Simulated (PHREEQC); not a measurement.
# Silver or lead bath

Consider water at 10 °C with 0.039 mol Pb(NO3)2 and 0.28 mol HF per kg of water. Closed to the air; pH follows from the charge balance.

Equilibrium calculation in PHREEQC: ion-association model, wateq4f.dat.

No solid was allowed to form.

Question: Predict the pH, ionic strength.

Answer: pH 1.86; ionic strength 0.110 mol/kgw.

Question: In which forms is N present?

Answer: NO3- 87 %, PbNO3+ 13 % of the N.

Examples of supersaturated solids here: PbF2. Others may be too. wateq4f.dat counts part of the HF as a dimer, H2F2, which phreeqc.dat doesn't know; its constant is uncertain. Away from 25 °C the constants follow the database's enthalpies or fits; those with neither stay at their 25 °C values.
